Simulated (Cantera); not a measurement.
What does this Cantera script print?

```python
import numpy as np
import cantera as ct

gas_names = """
    Cr CrN H H2 N NH NH2 NH3 N2 N2H2 N2H4
""".split()
cond_names = """
    Cr(cr) Cr(L) CrN(s) Cr2N(s)
""".split()


def load(file, names, dense=False):
    # The tables refer to 1 bar. Condensed volumes are neglected.
    table = {s.name: s for s in ct.Species.list_from_file(file)}
    out = []
    for n in names:
        d = dict(table[n].input_data)
        d["thermo"] = dict(d["thermo"], **{"reference-pressure": 1e5})
        if dense:
            d["equation-of-state"] = {"model": "constant-volume", "density": "1e6 g/cm^3"}
        out.append(ct.Species.from_dict(d))
    return out


gas = ct.Solution(thermo="ideal-gas", species=load("nasa_gas.yaml", gas_names))
cond = {s.name: ct.Solution(thermo="fixed-stoichiometry", species=[s], name=s.name)
        for s in load("nasa_condensed.yaml", cond_names, dense=True)}
atoms = {
    'Cr': {'Cr': 1},
    'NH3': {'N': 1, 'H': 3},
}
top_T = {'CrN(s)': 1900, 'Cr2N(s)': 1900}  # K; cautious upper limits of use, not melting points


def equilibrate(T, P, feed):
    n = {}
    for name, mol in feed.items():
        for a, k in atoms[name].items():
            n[a] = n.get(a, 0.0) + k * mol
    gas.TPX = T, P, n
    mass = sum(n.values()) * gas.mean_molecular_weight
    gas.equilibrate("TP")
    valid = [c for c in cond.values() if c.min_temp <= T <= top_T.get(c.name, c.max_temp)]
    mix = ct.Mixture([(gas, mass / gas.mean_molecular_weight)] + [(c, 0.0) for c in valid])
    mix.T, mix.P = T, P
    mix.equilibrate("TP", solver="vcs", rtol=1e-11, max_steps=5000)
    return mix


results = []
feed = {'Cr': 1, 'NH3': 0.47}  # mol
P = 13332.2  # Pa
for T in [2423, 2448, 2473, 2498, 2523, 2548, 2573, 2598, 2623, 2648]:
    mix = equilibrate(T, P, feed)
    results.append((T, P, feed, dict(zip(mix.species_names, mix.species_moles))))

top = {s: max(r[3][s] / sum(r[3][g] for g in gas_names) for r in results) for s in gas_names}
cols = sorted((s for s in top if top[s] > 1e-05), key=lambda s: -top[s])[:8]
seen = [c for c in cond_names if any(r[3].get(c, 0) > 1e-12 for r in results)]
print("log10 of partial pressures in bar; condensed amounts in mol")
print(f"{'T/K':>10s}" + "".join(f"{s[:9]:>10s}" for s in cols + seen))
for T, P, feed, n in results:
    ng = sum(n[g] for g in gas_names)
    print(f"{T:10.4g}" + "".join(f"{np.log10(max(n[s] / ng * P / 1e5, 1e-99)):10.3f}" for s in cols)
          + "".join(f"{n.get(c, 0):10.4g}" for c in seen))
```

Output:

```
log10 of partial pressures in bar; condensed amounts in mol
       T/K        Cr        H2        N2         H     Cr(L)
      2423    -1.320    -1.220    -1.681    -2.361      0.46
      2448    -1.244    -1.274    -1.733    -2.338    0.2763
      2473    -1.171    -1.345    -1.800    -2.324         0
      2498    -1.172    -1.348    -1.801    -2.278         0
      2523    -1.173    -1.352    -1.801    -2.232         0
      2548    -1.174    -1.356    -1.803    -2.188         0
      2573    -1.175    -1.361    -1.804    -2.145         0
      2598    -1.176    -1.366    -1.805    -2.102         0
      2623    -1.177    -1.371    -1.806    -2.061         0
      2648    -1.179    -1.377    -1.808    -2.021         0
```

Cantera equilibrium calculation (NASA polynomials, part measured and part estimated; ideal gas, pure solids and liquids).
